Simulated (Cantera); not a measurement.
Input (Python, Cantera) and output of one run.

```python
import numpy as np
import cantera as ct

gas_names = """
    F FO FO2 F2 F2O N NF NF2 NF3 NO NO2 NO3 N2 N2O O O2 O3 Si SiF SiF2 SiF3 SiF4 SiN SiO SiO2 Si2 Si2N
    Si3
""".split()
cond_names = """
    Si(cr) Si(L) SiO2(Lqz) SiO2(hqz) SiO2(L) Si2N2O(s) Si3N4(a)
""".split()


# ... load() reads the species with a 1 bar reference pressure and builds the phases ...
atoms = {
    'SiF4': {'Si': 1, 'F': 4},
    'NO': {'N': 1, 'O': 1},
    'N2': {'N': 2},
}
top_T = {'Si2N2O(s)': 2100, 'Si3N4(a)': 2400}  # K; cautious upper limits of use, not melting points


# ... equilibrate(T, P, feed) seeds the gas with the atoms and calls Mixture.equilibrate('TP', solver="vcs", rtol=1e-11, max_steps=5000) ...
results = []
T = 850  # K
P = 44000  # Pa
for m in [23, 28, 35, 44, 54, 68, 84, 100, 130]:
    feed = {'SiF4': 1, 'NO': 1.3, 'N2': m}  # mol
    mix = equilibrate(T, P, feed)
    results.append((T, P, feed, dict(zip(mix.species_names, mix.species_moles))))

top = {s: max(r[3][s] / sum(r[3][g] for g in gas_names) for r in results) for s in gas_names}
cols = sorted((s for s in top if top[s] > 1e-05), key=lambda s: -top[s])[:9]
seen = [c for c in cond_names if any(r[3].get(c, 0) > 1e-12 for r in results)]
print("log10 of partial pressures in bar; condensed amounts in mol")
print(f"{'n(N2)':>10s}" + "".join(f"{s[:9]:>10s}" for s in cols + seen))
for T, P, feed, n in results:
    ng = sum(n[g] for g in gas_names)
    print(f"{feed['N2']:10.4g}" + "".join(f"{np.log10(max(n[s] / ng * P / 1e5, 1e-99)):10.3f}" for s in cols)
          + "".join(f"{n.get(c, 0):10.4g}" for c in seen))
```

Result:

```
log10 of partial pressures in bar; condensed amounts in mol
     n(N2)        N2      SiF4        O2
        23    -0.386    -1.760    -1.947
        28    -0.381    -1.838    -2.025
        35    -0.376    -1.928    -2.115
        44    -0.372    -2.022    -2.209
        54    -0.369    -2.107    -2.294
        68    -0.367    -2.204    -2.391
        84    -0.365    -2.293    -2.480
       100    -0.364    -2.366    -2.554
       130    -0.362    -2.478    -2.665
```

Cantera equilibrium calculation (NASA polynomials, part measured and part estimated; ideal gas, pure solids and liquids).
